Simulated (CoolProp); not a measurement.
Model: reference Helmholtz-energy equation of state, Platzer 1990, in CoolProp. This equation is an older, rougher fit; its heat capacities, sound speeds and derivatives of the liquid may be far off and weren't checked against measurements.

Give the vapour pressure (bar), vapour Z, liquid viscosity (µPa s), liquid conductivity (mW/(m K)) of saturated c-C4F8 (RC318) at 5.05, 18.65, 86.35 °C.


```json
[
 {"T (°C)": "5.05", "p (bar)": "1.57", "vapour Z": "0.940", "liquid viscosity (µPa s)": "489", "liquid conductivity (mW/(m K))": "70.1"},
 {"T (°C)": "18.65", "p (bar)": "2.54", "vapour Z": "0.914", "liquid viscosity (µPa s)": "398", "liquid conductivity (mW/(m K))": "66.8"},
 {"T (°C)": "86.35", "p (bar)": "15.4", "vapour Z": "0.663", "liquid viscosity (µPa s)": "142", "liquid conductivity (mW/(m K))": "47.6"}
]
```

Viscosity comes from a separate model (Huber 2003), an estimate that may be off by 10 % or more. Thermal conductivity comes from a separate model (Huber 2003), an estimate that may be off by 10 % or more.
